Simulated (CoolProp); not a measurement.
Vapour-liquid equilibrium of fluoroethane (R161) (1) + R1234yf (2) at 1.61 MPa; x and y are mole fractions of (1).

Model: multi-fluid Helmholtz-energy mixture model, Wu 2012 and Lemmon 2022; pair parameters Bell 2016, in CoolProp.

Task: Give the bubble temperature and the first vapour's composition at x = 0.05, 0.5, 0.8. Is there an azeotrope?

Result: x = 0.05: 58.3 °C, y = 0.061; x = 0.5: 51.7 °C, y = 0.549; x = 0.8: 48.5 °C, y = 0.824. No azeotrope shows between x = 0.05 and 0.95.

The pair parameters rest on a limited set of measurements; away from them the model extrapolates.
